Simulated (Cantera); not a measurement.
A perfectly stirred reactor is fed with 8.68 % CH4, 0.486 % C2H6, 19.1 % O2, 71.7 % N2, equivalence ratio 1.00, at 4.20 bar; it is adiabatic with a 400 K inlet, and is followed from long to short residence time, starting on the burning branch (τ in s: 0.053, 0.024, 0.011, 0.0049, 0.0022, 0.001, 0.00045, 0.0002, 9.2e-05, 4.1e-05, 1.9e-05).

Detailed kinetics in Cantera: GRI-Mech 3.0 (53 species, 325 reactions).

x: mole fraction; the columns are a selection and need not sum to one.

```
τ (s)    T (K)     x CH4   x C2H6     x O2    x HCO  x CH2CO
-------  -----  --------  -------  -------  -------  -------
0.053     2308   2.36e-6  1.14e-8  0.00486  1.49e-8  7.87e-9
0.024     2303   4.78e-6  2.49e-8  0.00532  3.07e-8  1.77e-8
0.011     2293         …        …        …        …        …
0.0049    2277   1.71e-5  1.17e-7  0.00703  1.41e-7  8.86e-8
0.0022    2252         …        …        …        …        …
0.0010    2220   5.41e-5  5.23e-7   0.0102  6.60e-7  4.03e-7
0.00045   2179   9.68e-5  1.08e-6   0.0125  1.44e-6  8.16e-7
0.00020   2126  0.000182  2.24e-6   0.0155  3.15e-6  1.63e-6
9.2e-5    2065  0.000358  4.66e-6   0.0192  6.72e-6  3.20e-6
4.1e-5    1980  0.000874  1.17e-5   0.0255  1.50e-5  7.88e-6
1.9e-5     400    0.0868  0.00486    0.191   <1e-12   <1e-12
```

### Question
Fill in the missing entries.

### Answer

- 0.011, x CH4: 9.15e-6
- 0.011, x C2H6: 5.35e-8
- 0.011, x O2: 0.00600
- 0.011, x HCO: 6.44e-8
- 0.011, x CH2CO: 3.92e-8
- 0.0022, x CH4: 3.08e-5
- 0.0022, x C2H6: 2.52e-7
- 0.0022, x O2: 0.00843
- 0.0022, x HCO: 3.07e-7
- 0.0022, x CH2CO: 1.94e-7
